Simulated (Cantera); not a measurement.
An isothermal, constant-pressure homogeneous reactor starts with CH₄ : H₂O = 1 : 2.2 (molar parts), at 1598 K and 0.220 bar.

Model: GRI-Mech 3.0 (53 species, 325 reactions), integrated in Cantera.

x: mole fraction; the columns are a selection and need not sum to one.

```csv
t (s),x CH₄,x H₂O,x O,x HCO,x CH₂O,x C₂H₆
0.000300,0.312,0.687,5.07e-11,1.11e-11,1.87e-7,2.03e-5
0.000754,0.311,0.687,1.68e-10,1.86e-10,1.73e-6,0.000146
0.00189,0.309,0.687,4.15e-10,___,9.15e-6,0.000530
0.00475,0.299,0.683,7.29e-10,___,2.26e-5,0.00104
0.0119,0.271,0.670,6.38e-10,___,2.18e-5,0.000894
0.0300,0.222,0.642,3.89e-10,___,1.30e-5,0.000482
0.0754,0.159,0.603,2.50e-10,___,6.91e-6,0.000213
0.189,0.0943,0.557,1.92e-10,___,3.35e-6,7.34e-5
0.475,0.0497,0.501,1.82e-10,1.49e-9,1.54e-6,2.12e-5
1.19,0.0317,0.428,1.76e-10,1.57e-9,7.36e-7,7.77e-6
3.00,0.0232,0.347,1.63e-10,___,3.49e-7,3.44e-6
```

Task: Fill in the missing entries.

Result: 
- 0.00189, x HCO: 1.58e-9
- 0.00475, x HCO: 5.63e-9
- 0.0119, x HCO: 6.36e-9
- 0.0300, x HCO: 4.38e-9
- 0.0754, x HCO: 2.95e-9
- 0.189, x HCO: 1.98e-9
- 3.00, x HCO: 2.12e-9
